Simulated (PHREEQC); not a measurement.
Synthetic water in mmol/kgw, 25 °C, pH 4.04, pe 10.6:

```tsv
constituent	mmol/kgw
Na	6.9
K	0.278
Ca	5.22
Mg	0.942
Cl	3.78
S(6)	7.56
Zn	0.00239
Pb	0.357
F	0.271
Br	0.0717
Cd	0.486
```

Valence states are taken as typed.

Model: ion-association model, wateq4f.dat, run in PHREEQC.

Q: The ionic strength comes out as 0.0270 mol/kgw. What activity coefficients do SO4-2, KSO4-, Cd+2, Cd(SO4)2-2, Pb(SO4)2-2 get?

A: SO4-2 0.54, KSO4- 0.86, Cd+2 0.54, Cd(SO4)2-2 0.54, Pb(SO4)2-2 0.54.

No solid was allowed to form. The solution is supersaturated, for example in Anglesite, Fluorite, so a real one may precipitate; this is no full list.
